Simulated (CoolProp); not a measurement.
A simple Rankine cycle with n-butane: condensing at 328.15 K, boiler at 2.77 MPa, turbine inlet 411.1 K, turbine efficiency 0.85, pump efficiency 0.8, no recuperator. Each further row changes one setting.

Model: reference Helmholtz-energy equation of state, Bücker 2006, in CoolProp.

| case | thermal efficiency (%) | net work (kJ/kg) | heat in (kJ/kg) | turbine exit temperature (K) | volume ratio over the turbine |
|---|---|---|---|---|---|
| as stated | 12.0 | ? | 426 | 351.3 | 6.28 |
| turbine inlet 431.1 K | 12.0 | 58.9 | ? | 377.6 | 5.67 |
| condensing temperature 320.15 K | 13.1 | 58.7 | ? | 345.7 | 7.74 |
| boiler pressure 1.94 MPa | ? | ? | ? | ? | 3.73 |
| turbine efficiency 0.75 | 10.4 | 44.5 | 426 | ? | 6.36 |

Q: What belongs in the gaps?

A: 
- as stated, net work (kJ/kg): 51.1
- turbine inlet 431.1 K, heat in (kJ/kg): 489
- condensing temperature 320.15 K, heat in (kJ/kg): 447
- boiler pressure 1.94 MPa, thermal efficiency (%): 10.0
- boiler pressure 1.94 MPa, net work (kJ/kg): 46.4
- boiler pressure 1.94 MPa, heat in (kJ/kg): 464
- boiler pressure 1.94 MPa, turbine exit temperature (K): 371.8
- turbine efficiency 0.75, turbine exit temperature (K): 354.5
